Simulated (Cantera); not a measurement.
What does this Cantera script print?

```python
import numpy as np
import cantera as ct

gas = ct.Solution("gri30.yaml", transport_model="multicomponent")
show = ['H', 'O', 'OH']

rows = []
print(f"{'T/K':>7s}{'rho':>11s}{'cp':>10s}{'mu':>11s}{'lambda':>11s}{'Pr':>7s}" + "".join(f"{'D_' + s:>11s}" for s in show))
for T in [400, 500, 600, 700, 800, 900, 1000, 1100]:
    gas.TPX = T, 630000, {'N2O': 0.83}
    Pr = gas.cp_mass * gas.viscosity / gas.thermal_conductivity
    D = [gas.mix_diff_coeffs_mole[gas.species_index(s)] for s in show]
    rows.append([gas.density, gas.cp_mass, gas.viscosity, gas.thermal_conductivity, Pr, *D])
    print(f"{T:7g}{gas.density:11.4e}{gas.cp_mass:10.1f}{gas.viscosity:11.4e}"
          f"{gas.thermal_conductivity:11.4e}{Pr:7.3f}" + "".join(f"{d:11.4e}" for d in D))
print("SI units: kg/m3, J/kg/K, Pa s, W/m/K, m2/s")
```

It prints:

```
    T/K        rho        cp         mu     lambda     Pr        D_H        D_O       D_OH
    400 8.3373e+00     970.3 1.9459e-05 2.5299e-02  0.746 2.6704e-05 6.7533e-06 6.6049e-06
    500 6.6699e+00    1042.5 2.3570e-05 3.2964e-02  0.745 3.9943e-05 9.9908e-06 9.7713e-06
    600 5.5582e+00    1101.3 2.7324e-05 4.0429e-02  0.744 5.5149e-05 1.3692e-05 1.3391e-05
    700 4.7642e+00    1150.2 3.0799e-05 4.7670e-02  0.743 7.2172e-05 1.7824e-05 1.7432e-05
    800 4.1687e+00    1191.6 3.4048e-05 5.4682e-02  0.742 9.0898e-05 2.2361e-05 2.1870e-05
    900 3.7055e+00    1226.6 3.7113e-05 6.1443e-02  0.741 1.1124e-04 2.7285e-05 2.6685e-05
   1000 3.3349e+00    1254.7 4.0022e-05 6.7878e-02  0.740 1.3311e-04 3.2578e-05 3.1862e-05
   1100 3.0318e+00    1275.5 4.2800e-05 7.3896e-02  0.739 1.5646e-04 3.8227e-05 3.7387e-05
SI units: kg/m3, J/kg/K, Pa s, W/m/K, m2/s
```

Cantera simulation using GRI-Mech 3.0 (53 species, 325 reactions); the numbers are that mechanism's predictions, not measurements. The composition is frozen, though it would react at the higher temperatures.
